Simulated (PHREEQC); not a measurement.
Consider water at 25 °C with 32 mmol/kgw ZnBr2. It is in equilibrium with CO2 at log p = -1 (atm). Otherwise closed; pH follows from the charge balance.

All values are PHREEQC results (ion-association model, phreeqc.dat), not measurements.

Precipitation was switched off in this run.

Question: Estimate the pH, density, specific conductance.

Answer: pH 4.20; density 1.003 g/cm³; specific conductance 6440 µS/cm.

Question: In which forms is C present?

Answer: CO2 98 %, ZnHCO3+ 1.4 %, HCO3- 0.9 % of the C.
